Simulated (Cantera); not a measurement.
A closed system holds: 1 mol Si₂H₆, 9.6 mol H₂O, at 0.133 bar.

Equilibrium computed with Cantera from the NASA thermochemical tables; the gas is ideal and each condensed phase is pure. Candidate condensed phases: H₂O, Si, SiO₂; 18 gas species. The feed counts by its element totals alone. The tables hold silica as quartz up to 1696 K and as liquid above; real silica turns to tridymite and cristobalite and melts near 1996 K. Gases not in the tables: Si(OH)₄. Kinetics and transport are ignored.

Which condensed phases are stable at each of these points (T (K)): 775, 875, 975, 1075, 1175, 1275, 1375, 1475, 1575, 1675, 1775, 1875, 1975, 2075?


| T (K) | condensed phases | Si condensed (%) |
|---|---|---|
| 775 | SiO₂(α-quartz) | 100.0 |
| 875 | SiO₂(β-quartz) | 100.0 |
| 975 | SiO₂(β-quartz) | 100.0 |
| 1075 | SiO₂(β-quartz) | 100.0 |
| 1175 | SiO₂(β-quartz) | 100.0 |
| 1275 | SiO₂(β-quartz) | 100.0 |
| 1375 | SiO₂(β-quartz) | 100.0 |
| 1475 | SiO₂(β-quartz) | 100.0 |
| 1575 | SiO₂(β-quartz) | 100.0 |
| 1675 | SiO₂(β-quartz) | 100.0 |
| 1775 | SiO₂(condensed) | 100.0 |
| 1875 | SiO₂(condensed) | 99.9 |
| 1975 | SiO₂(condensed) | 99.7 |
| 2075 | SiO₂(l) | 98.7 |

At 775 K the condensed part is SiO₂(α-quartz). From 875 K to 1675 K the condensed part is SiO₂(β-quartz). From 1775 K to 1975 K the condensed part is SiO₂(condensed). At 2075 K the condensed part is SiO₂(l).
